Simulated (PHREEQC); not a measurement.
# Copper plating or etch bath: an equilibrium model

Dissolve 0.0018 mol/kgw Cu(NO3)2, 0.057 mol/kgw HCl and 0.0029 mol/kgw Na2SO4 at 20 °C. Closed to the air; pH follows from the charge balance.

Equilibrium calculation in PHREEQC: ion-association model, phreeqc.dat.

Each row changes one thing in this solution. This is a speciation only: nothing precipitates in the calculation.

| case | pH | HSO4- (mol/kgw) | Cu+2 (mol/kgw) | SO4-2 (mol/kgw) | CuCl+ (mol/kgw) | CuSO4 (mol/kgw) | SI of Halite (NaCl) |
|---|---|---|---|---|---|---|---|
| as made | 1.33 | 0.00193 | 0.00165 | 0.000901 | 8.87e-5 | 5.55e-5 | -5.24 |
| Na2SO4 from 0.0029 to 0.00058 mol/kgw | 1.32 | 0.000393 | ? | 0.000175 | 9.22e-5 | 1.14e-5 | -5.93 |
| diluted 100-fold with water | 3.26 | 1.22e-6 | 1.79e-5 | 2.77e-5 | 1.90e-8 | ? | -9.07 |
| temperature from 20 to 35 °C | 1.34 | 0.00212 | 0.00158 | ? | 0.000171 | 4.55e-5 | -5.26 |
| Cu(NO3)2 from 0.0018 to 0.0009 mol/kgw | 1.33 | 0.00196 | ? | 0.000903 | 4.48e-5 | ? | -5.24 |

Task: What belongs in the gaps?

Result: 
- Na2SO4 from 0.0029 to 0.00058 mol/kgw, Cu+2 (mol/kgw): 0.00169
- diluted 100-fold with water, CuSO4 (mol/kgw): 7.71e-8
- temperature from 20 to 35 °C, SO4-2 (mol/kgw): 0.000723
- Cu(NO3)2 from 0.0018 to 0.0009 mol/kgw, Cu+2 (mol/kgw): 0.000826
- Cu(NO3)2 from 0.0018 to 0.0009 mol/kgw, CuSO4 (mol/kgw): 2.84e-5
